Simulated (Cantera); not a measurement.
An adiabatic, constant-volume homogeneous reactor starts with CH4 : C2H6 : O2 : N2 : H2O = 1 : 0.062 : 3.46 : 13 : 0.88 (molar parts), at 1650 K and 760 Torr. Integrator tolerance rtol = 1e-08.

Model: GRI-Mech 3.0 (53 species, 325 reactions), integrated in Cantera.

```tsv
quantity	before	after
time of steepest temperature rise	96.5 µs	0.184 ms
temperature at 3.00 s	2723 K	2292 K
equilibrium temperature	2723 K	2292 K
x(CH4) at 3.00 s	<1e-12 (gas-phase equilibrium <1e-12)	<1e-12 (gas-phase equilibrium <1e-12)
x(C2H6) at 3.00 s	<1e-12 (gas-phase equilibrium <1e-12)	<1e-12 (gas-phase equilibrium <1e-12)
x(O2) at 3.00 s	0.0607 (gas-phase equilibrium 0.0607)	0.0257 (gas-phase equilibrium 0.0257)
x(CH2) at 3.00 s	<1e-12 (gas-phase equilibrium <1e-12)	<1e-12 (gas-phase equilibrium <1e-12)
x(CH2CO) at 3.00 s	<1e-12 (gas-phase equilibrium <1e-12)	<1e-12 (gas-phase equilibrium <1e-12)
x(CH3) at 3.00 s	<1e-12 (gas-phase equilibrium <1e-12)	<1e-12 (gas-phase equilibrium <1e-12)
x(HCO) at 3.00 s	1.09e-8 (gas-phase equilibrium 1.09e-8)	8.34e-11 (gas-phase equilibrium 8.34e-11)
```

Question: Name the change that produced these shifts.
A) N2 13 to 38 parts
B) C2H6 0.062 to 0.026 parts
C) initial temperature 1650 to 1823 K
D) initial temperature 1650 to 1700 K

Answer: A, N2 13 to 38 parts
